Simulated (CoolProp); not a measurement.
Properties of decamethylcyclopentasiloxane (D5) along the isobar 61.3 bar.

Computed with CoolProp (reference Helmholtz-energy equation of state, Thol 2019).

| T (°C) | phase | density (kg/m³) | cp (kJ/(kg K)) | isothermal compressibility (1/MPa) | expansivity (1/kK) | fugacity coefficient |
|---|---|---|---|---|---|---|
| 50.95 | liquid | 935.5 | 1.734 | 0.001580 | 1.073 | 5.943e-5 |
| 74.75 | liquid | 911.7 | 1.763 | 0.001872 | 1.092 | 0.0002586 |
| 98.55 | liquid | 888.1 | 1.796 | 0.002226 | 1.117 | 0.0008718 |
| 122.35 | liquid | 864.4 | 1.831 | 0.002661 | 1.150 | 0.002401 |
| 146.15 | liquid | 840.7 | 1.867 | 0.003197 | 1.190 | 0.005627 |
| 169.95 | liquid | 816.8 | 1.904 | 0.003868 | 1.239 | 0.01157 |
| 193.75 | liquid | 792.5 | 1.941 | 0.004714 | 1.297 | 0.02135 |
| 217.55 | liquid | 767.8 | 1.979 | 0.005792 | 1.367 | 0.03607 |
| 241.25 | liquid | 742.6 | 2.015 | 0.007176 | 1.448 | 0.05648 |
